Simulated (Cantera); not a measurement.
Fluorocarbon and chlorocarbon gases: CH2F2 + F2

Charge: 1 mol CH2F2, 0.014 mol F2, at 18.0 mbar.

Equilibrium computed with Cantera from the NASA thermochemical tables; the gas is ideal and each condensed phase is pure. Candidate condensed phases: C, C6H6, C7H8, C8H18; 110 gas species. Ions and electrons are included (thermal ionisation). The numbers say what is thermodynamically allowed, not how fast it happens.

At 3000 K the condensed part is C(graphite). From 3250 K to 5000 K nothing is condensed. The main C-bearing gas is C3 at 3000 K and C at 5000 K.

```csv
T (K),x HF,x F,x H,x C,x C3,x CF,x C2,n C(graphite)
3000,0.796,0.0880,0.0775,0.00282,0.0173,0.0102,0.00176,0.834
3250,0.514,0.166,0.167,0.0191,0.0874,0.0233,0.0123,0
3500,0.290,0.272,0.279,0.0535,0.0553,0.0245,0.0191,0
3750,0.120,0.349,0.355,0.111,0.0228,0.0181,0.0202,0
4000,0.0428,0.382,0.383,0.163,0.00495,0.00950,0.0128,0
4250,0.0156,0.395,0.392,0.187,0.000684,0.00415,0.00566,0
4500,0.00621,0.400,0.395,0.194,9.32e-5,0.00181,0.00234,0
4750,0.00268,0.402,0.397,0.197,1.46e-5,0.000833,0.00101,0
5000,0.00125,0.402,0.397,0.198,2.71e-6,0.000410,0.000469,0
```
x: gas mole fraction; n: condensed amount in mol.
